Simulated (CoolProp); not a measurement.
Aqueous magnesium chloride as a coolant, 23 % by mass, freezing at -39.6 °C, 1 atm.

The numbers come from the Melinder's fits for secondary coolants in CoolProp.

```csv
T (°C),cp (kJ/(kg K)),viscosity (mPa s),conductivity (W/(m K)),density (kg/m³)
-31.1,2.850,42.9,0.447,(withheld)
-21.3,2.872,26.5,0.464,(withheld)
-11.6,(withheld),16.7,0.481,1220
-1.8,2.920,10.7,0.499,(withheld)
7.9,2.944,7.13,(withheld),1212
17.7,2.968,4.95,0.534,1207
27.4,2.990,3.65,0.550,1202
37.2,3.009,2.86,0.567,1198
```

**Question.** Complete the blanks.

**Answer.** 
- -31.1, density (kg/m³): 1224
- -21.3, density (kg/m³): 1223
- -11.6, cp (kJ/(kg K)): 2.895
- -1.8, density (kg/m³): 1217
- 7.9, conductivity (W/(m K)): 0.516
